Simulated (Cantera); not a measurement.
Input (Python, Cantera):

```python
import numpy as np
import cantera as ct

gas = ct.Solution("gri30.yaml")
gas.TPX = 1423, 150, {'H2': 0.14, 'O2': 1, 'N2': 0.38}
inlet = ct.Reservoir(gas, clone=True)

reactor = ct.IdealGasConstPressureReactor(gas, energy="off", clone=False)
exhaust = ct.Reservoir(gas, clone=True)
tau = [0.68, 0.34, 0.17, 0.082, 0.041, 0.02, 0.01, 0.005, 0.0025, 0.0012][0]
for a, b in ((inlet, reactor), (reactor, exhaust)):
    ct.MassFlowController(a, b, mdot=lambda t: reactor.mass / tau)
net = ct.ReactorNet([reactor])
show = ['H2', 'O2', 'NO', 'H', 'N2O', 'HO2', 'NO2']

rows = []
print(f"{'tau/s':>10s}{'T/K':>9s}" + "".join(f"{s:>11s}" for s in show))
for tau in [0.68, 0.34, 0.17, 0.082, 0.041, 0.02, 0.01, 0.005, 0.0025, 0.0012]:
    net.initial_time = 0.0
    net.advance(30 * tau)
    before = gas.X
    net.advance(40 * tau)
    drift = np.max(np.abs(gas.X - before) / (gas.X + 1e-9))
    rows.append([gas.T, *gas[show].X, drift])
    print(f"{tau:10.3e}{gas.T:9.1f}" + "".join(f"{x:11.3e}" for x in gas[show].X))
```

Result:

```
     tau/s      T/K         H2         O2         NO          H        N2O        HO2        NO2
 6.800e-01   1423.0  3.012e-03  5.959e-01  5.364e-07  1.619e-02  3.249e-10  2.718e-07  1.114e-12
 3.400e-01   1423.0  3.284e-03  5.929e-01  3.113e-07  1.788e-02  3.100e-10  2.730e-07  6.152e-13
 1.700e-01   1423.0  3.591e-03  5.914e-01  1.682e-07  1.892e-02  2.961e-10  2.737e-07  3.219e-13
 8.200e-02   1423.0  4.104e-03  5.910e-01  8.409e-08  1.960e-02  2.767e-10  2.747e-07  1.563e-13
 4.100e-02   1423.0  5.006e-03  5.917e-01  4.222e-08  2.010e-02  2.481e-10  2.759e-07  7.593e-14
 2.000e-02   1423.0  6.801e-03  5.935e-01  2.005e-08  2.057e-02  2.041e-10  2.775e-07  3.433e-14
 1.000e-02   1423.0  1.010e-02  5.970e-01  9.322e-09  2.087e-02  1.495e-10  2.779e-07  1.494e-14
 5.000e-03   1423.0  1.618e-02  6.026e-01  3.975e-09  2.057e-02  9.306e-11  2.744e-07  5.891e-15
 2.500e-03   1423.0  2.713e-02  6.117e-01  1.427e-09  1.873e-02  4.678e-11  2.621e-07  1.961e-15
 1.200e-03   1423.0  4.793e-02  6.272e-01  3.066e-10  1.345e-02  1.576e-11  2.311e-07  4.035e-16
```

Computed with Cantera and GRI-Mech 3.0 (53 species, 325 reactions). Radical loss at walls, strong at low pressure, is not modelled. The temperature is held fixed by assumption; the heat of reaction is taken as removed at once.
